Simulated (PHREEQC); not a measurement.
Copper plating or etch bath (model solution)

Make-up at 80 °C: 0.13 mol/kgw CuSO4 and 0.00015 mol/kgw Na2SO4. Closed to the air; pH follows from the charge balance.

Computed with PHREEQC (ion-association model, phreeqc.dat).

This is a speciation only: nothing precipitates in the calculation.

### Question
Predict the pH.

### Answer
pH 4.00.

### Question
In which forms is Na present?

### Answer
Na+ 91 %, NaSO4- 9.0 % of the Na.

Constants without temperature data keep their 25 °C values here.
